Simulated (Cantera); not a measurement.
## Si2Cl6 + HCl + H2 (silicon epitaxy and polysilicon growth)

Charge: 1 mol Si2Cl6, 4 mol HCl, 24 mol H2, at 1 atm.

Equilibrium computed with Cantera from the NASA thermochemical tables; the gas is ideal and each condensed phase is pure. Candidate condensed phases: Si; 19 gas species. The feed counts by its element totals alone. The tables' values for SiCl3 are old estimates; treat these amounts as uncertain. The numbers say what is thermodynamically allowed, not how fast it happens.

```json
[
 {"T (K)": "1175", "log p H2": "-0.07", "log p HCl": "-1.07", "log p SiCl4": "-1.26", "log p SiCl2": "-3.32", "log p SiHCl3": "-1.89", "log p SiCl3": "-2.79", "log p SiH2Cl2": "-3.41"},
 {"T (K)": "1250", "log p H2": "-0.07", "log p HCl": "-1.03", "log p SiCl4": "-1.32", "log p SiCl2": "-2.68", "log p SiHCl3": "-1.81", "log p SiCl3": "-2.43", "log p SiH2Cl2": "-3.17"},
 {"T (K)": "1325", "log p H2": "-0.08", "log p HCl": "-0.97", "log p SiCl4": "-1.41", "log p SiCl2": "-2.18", "log p SiHCl3": "-1.80", "log p SiCl3": "-2.16", "log p SiH2Cl2": "-3.04"},
 {"T (K)": "1400", "log p H2": "-0.09", "log p HCl": "-0.91", "log p SiCl4": "-1.54", "log p SiCl2": "-1.83", "log p SiHCl3": "-1.87", "log p SiCl3": "-2.00", "log p SiH2Cl2": "-3.02"},
 {"T (K)": "1475", "log p H2": "-0.10", "log p HCl": "-0.85", "log p SiCl4": "-1.72", "log p SiCl2": "-1.59", "log p SiHCl3": "-1.99", "log p SiCl3": "-1.92", "log p SiH2Cl2": "-3.07"},
 {"T (K)": "1550", "log p H2": "-0.10", "log p HCl": "-0.80", "log p SiCl4": "-1.96", "log p SiCl2": "-1.44", "log p SiHCl3": "-2.18", "log p SiCl3": "-1.92", "log p SiH2Cl2": "-3.18"},
 {"T (K)": "1625", "log p H2": "-0.11", "log p HCl": "-0.76", "log p SiCl4": "-2.24", "log p SiCl2": "-1.34", "log p SiHCl3": "-2.40", "log p SiCl3": "-1.97", "log p SiH2Cl2": "-3.32"}
]
```
log p: log10 of the partial pressure in bar; nothing condenses.

From 1175 K to 1625 K nothing is condensed. The main Si-bearing gas is SiCl4 at 1175 K and SiCl2 at 1625 K.
